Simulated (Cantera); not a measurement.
A closed system holds: 1 mol Al, 5.6 mol Cl2, 0.63 mol H2, at 700 K and 13.3 mbar.

Method: chemical equilibrium by Gibbs-energy minimisation in Cantera with the NASA 1993 tables (ideal gas, pure condensed phases). Candidate condensed phases: Al, AlCl3; 12 gas species. Rates play no part.

Base state: Cl2 0.614, HCl 0.223, AlCl3 0.151, Al2Cl6 0.0131 (mole fractions); condensed: gas only.

What changes in the equilibrium state with this change: Cl2 from 5.6 to 1.3 mol?


```tsv
species	before	after
H2	<1e-9	0.465
AlCl3	0.151	0.428
Al2Cl6	0.0131	0.106
Cl2	0.614	<1e-9
HCl	0.223	5.11e-7
AlCl2	<1e-9	6.52e-5
AlCl	<1e-9	5.95e-5
Al(s), mol	0	0.133
```
The tables' values for AlCl2 are old estimates; treat these amounts as uncertain.

What changes in the equilibrium state with this change: temperature from 700 K to 1325 K?


```json
[
 {"species": "Cl2", "before": "0.614", "after": "0.528"},
 {"species": "HCl", "before": "0.223", "after": "0.209"},
 {"species": "AlCl3", "before": "0.151", "after": "0.166"},
 {"species": "Cl", "before": "4.48e-6", "after": "0.0971"},
 {"species": "Al2Cl6", "before": "0.0131", "after": "1.32e-6"}
]
```
